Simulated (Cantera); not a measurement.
## Reactions in the system C-Ca-O

Cantera with NASA thermochemical tables; ideal gases at 1 bar, condensed phases pure. Values are per mole of reaction as written; species without (g) are pure solids or liquids, kept so even where they would boil at 1 bar.

CO(g) + Ca → C + CaO

| T (K) | ΔH° (kJ) | ΔS° (J/K) | ΔG° (kJ) | log10 K | condensed phases |
|---|---|---|---|---|---|
| 500 | -524.3 | -195.7 | -426.4 | 44.55 | Ca(s), C(graphite), CaO(s) |
| 600 | -523.7 | -194.7 | -406.9 | 35.42 | Ca(s), C(graphite), CaO(s) |
| 700 | -523.0 | -193.6 | -387.5 | 28.91 | Ca(s), C(graphite), CaO(s) |
| 800 | -523.0 | -193.7 | -368.1 | 24.03 | Ca(s), C(graphite), CaO(s) |
| 900 | -522.0 | -192.5 | -348.8 | 20.24 | Ca(s), C(graphite), CaO(s) |
| 1000 | -521.0 | -191.4 | -329.6 | 17.22 | Ca(s), C(graphite), CaO(s) |
| 1100 | -520.1 | -190.6 | -310.5 | 14.74 | Ca(s), C(graphite), CaO(s) |
| 1200 | -528.1 | -197.8 | -290.8 | 12.66 | Ca(l), C(graphite), CaO(s) |
| 1300 | -527.5 | -197.3 | -271.0 | 10.89 | Ca(l), C(graphite), CaO(s) |
| 1400 | -526.9 | -196.8 | -251.3 | 9.38 | Ca(l), C(graphite), CaO(s) |
